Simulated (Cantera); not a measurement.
Input: 1 mol AlN, 0.013 mol H2, at 2725 K and 0.133 bar.

Equilibrium computed with Cantera from the NASA thermochemical tables; the gas is ideal and each condensed phase is pure. Candidate condensed phases: Al, AlN; 13 gas species. Kinetics and transport are ignored.

Base state: Al 0.656, N2 0.329, H 0.00962, H2 0.00317, AlH 0.00117, Al2 0.00109 (mole fractions); condensed: gas only.

### Question
What changes in the equilibrium state with this change: pressure from 0.133 bar to 9.60 bar?

### Answer
```csv
species,before,after
H2,0.00317,0.844
Al,0.656,0.0726
N2,0.329,0.0462
AlH,0.00117,0.0180
H,0.00962,0.0185
NH3,<1e-9,1.34e-5
Al2,0.00109,0.000959
"AlN(s), mol",0,0.999
```
